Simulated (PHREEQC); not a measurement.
Make-up at 92 °C: 0.011 mol CuSO4, 0.013 mol HBF4 and 0.004 mol KCl per kg of water. Closed to the air; pH follows from the charge balance.

Model: ion-association model, wateq4f.dat, run in PHREEQC.

Precipitation was switched off in this run.

Problem. Order these B species by the share of B that they hold, largest first: BF4-, H3BO3, BF2(OH)2-, BF3OH-.

Solution. BF4- (60 %), H3BO3 (29 %), BF3OH- (5.6 %), BF2(OH)2- (4.9 %)

Problem. Order these F species by the share of F that they hold, largest first: BF4-, BF2(OH)2-, BF3OH-, F-, HF.

Solution. BF4- (60 %), HF (31 %), BF3OH- (4.2 %), BF2(OH)2- (2.4 %), F- (1.6 %)

The pH is 2.37 and the ionic strength 0.0386 mol/kgw. Complexes and solids missing from the database can't appear. Constants without temperature data keep their 25 °C values here. Real BF4- forms and hydrolyses slowly; the run takes it at equilibrium.
